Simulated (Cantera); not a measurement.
## Hydrocarbon pyrolysis for carbon deposition

An isothermal, constant-pressure homogeneous reactor starts with 1.14 % C2H4, 98.9 % H2, at 1975 K and 101000 Pa.

Model: GRI-Mech 3.0 (53 species, 325 reactions), integrated in Cantera. GRI-Mech 3.0 was tuned for natural gas; its chemistry of ethylene as a main component is partial and can be far from experiment. GRI-Mech 3.0 stops at C3 and has no aromatics, soot or wall deposition, so with more carbon than oxygen in the feed, carbon stays in small species such as C2H2 where larger ones or solid carbon would form.

| t (s) | x C2H4 | x H2 | x CH4 | x CH3 | x C2H2 |
|---|---|---|---|---|---|
| 3.00e-5 | 0.00946 | 0.989 | 1.45e-6 | 3.50e-8 | 0.00187 |
| 0.000123 | 0.00437 | 0.989 | 1.53e-5 | 1.12e-7 | 0.00690 |
| 0.000506 | 0.000126 | 0.988 | 3.55e-5 | 3.16e-7 | 0.0111 |
| 0.00208 | 8.73e-5 | 0.988 | 5.99e-5 | 1.31e-6 | 0.0111 |
| 0.00855 | 8.47e-5 | 0.987 | 0.000238 | 6.53e-6 | 0.0110 |
| 0.0351 | 8.22e-5 | 0.987 | 0.000904 | 2.47e-5 | 0.0107 |
| 0.144 | 7.92e-5 | 0.986 | 0.00174 | 4.75e-5 | 0.0103 |
| 0.593 | 7.91e-5 | 0.986 | 0.00178 | 4.85e-5 | 0.0103 |
| 2.43 | 7.91e-5 | 0.986 | 0.00178 | 4.85e-5 | 0.0103 |
| 10.0 | 7.91e-5 | 0.986 | 0.00178 | 4.85e-5 | 0.0103 |
x: mole fraction; the columns are a selection and need not sum to one.

Equilibrium at this temperature and pressure: C2H4 7.91e-5, H2 0.986, CH4 0.00178, CH3 4.85e-5, C2H2 0.0103 (gas phase only).
